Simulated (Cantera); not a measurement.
A freely propagating, adiabatic, planar premixed flame of H2 : O2 : N2 = 1 : 0.847 : 3.19 (molar parts), equivalence ratio 0.59, unburnt at 423 K and 1.01 bar; mixture-averaged transport, grid criteria slope 0.08 and curve 0.16, no radiation.

Cantera simulation using the H2/O2 subset of GRI-Mech 3.0, which has no nitrogen chemistry; the numbers are that mechanism's predictions, not measurements. Burning velocities carry a grid error of a few per cent, more on coarse grids. Lean hydrogen flames are cellular in practice and burn faster than this planar one.

Question: What does this change do: inlet temperature 423 to 448 K?

Answer: 
| quantity | before | after |
|---|---|---|
| laminar burning velocity | 168 cm/s | 194 cm/s |
| thermal thickness | 0.376 mm | 0.380 mm |
| peak x(HO2) | 0.000366 | 0.000361 |
| peak x(H) | 0.0116 | 0.0127 |
| peak x(O) | 0.00746 | 0.00802 |

Question: What does this change do: 0.15 parts H2O added?

Answer: 
```tsv
quantity	before	after
laminar burning velocity	168 cm/s	142 cm/s
thermal thickness	0.376 mm	0.377 mm
peak x(HO2)	0.000366	0.000385
peak x(H)	0.0116	0.00878
peak x(O)	0.00746	0.00576
```

Question: What does this change do: N2 3.19 to 4 parts?

Answer: 
```json
[
 {"quantity": "laminar burning velocity", "before": "168 cm/s", "after": "94.9 cm/s"},
 {"quantity": "thermal thickness", "before": "0.376 mm", "after": "0.447 mm"},
 {"quantity": "peak x(HO2)", "before": "0.000366", "after": "0.000279"},
 {"quantity": "peak x(H)", "before": "0.0116", "after": "0.00568"},
 {"quantity": "peak x(O)", "before": "0.00746", "after": "0.00393"}
]
```
